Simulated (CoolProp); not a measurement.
Computed with CoolProp (reference Helmholtz-energy equation of state, Setzmann 1991).

Question: For methane, give the phase and the Z, isothermal compressibility (1/MPa), fugacity coefficient at 315.6 K and 50.6 bar; 315.6 K and 55.2 bar.

Answer: 
- 315.6 K and 50.6 bar: supercritical; Z 0.934, isothermal compressibility 0.210, fugacity coefficient 0.934
- 315.6 K and 55.2 bar: supercritical; Z 0.929, isothermal compressibility 0.194, fugacity coefficient 0.928
